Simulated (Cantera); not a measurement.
Cantera with NASA thermochemical tables; ideal gases at 1 bar, condensed phases pure. Values are per mole of reaction as written; species without (g) are pure solids or liquids, kept so even where they would boil at 1 bar.

C₂H₂(g) + 4 H(g) ⇌ C₂H₆(g)

```json
[
 {"T (K)": "1550", "ΔH° (kJ)": "-1229.9", "ΔS° (J/K)": "-505.7", "ΔG° (kJ)": "-446.1", "log10 K": "15.03"},
 {"T (K)": "1700", "ΔH° (kJ)": "___", "ΔS° (J/K)": "___", "ΔG° (kJ)": "___", "log10 K": "___"},
 {"T (K)": "1850", "ΔH° (kJ)": "___", "ΔS° (J/K)": "___", "ΔG° (kJ)": "___", "log10 K": "___"},
 {"T (K)": "2000", "ΔH° (kJ)": "___", "ΔS° (J/K)": "___", "ΔG° (kJ)": "___", "log10 K": "___"},
 {"T (K)": "2150", "ΔH° (kJ)": "___", "ΔS° (J/K)": "___", "ΔG° (kJ)": "___", "log10 K": "___"}
]
```

Q: What belongs in the gaps?

A: 
- 1700, ΔH° (kJ): -1231.6
- 1700, ΔS° (J/K): -506.8
- 1700, ΔG° (kJ): -370.1
- 1700, log10 K: 11.37
- 1850, ΔH° (kJ): -1232.9
- 1850, ΔS° (J/K): -507.5
- 1850, ΔG° (kJ): -294.0
- 1850, log10 K: 8.30
- 2000, ΔH° (kJ): -1233.9
- 2000, ΔS° (J/K): -508.0
- 2000, ΔG° (kJ): -217.9
- 2000, log10 K: 5.69
- 2150, ΔH° (kJ): -1234.7
- 2150, ΔS° (J/K): -508.4
- 2150, ΔG° (kJ): -141.6
- 2150, log10 K: 3.44
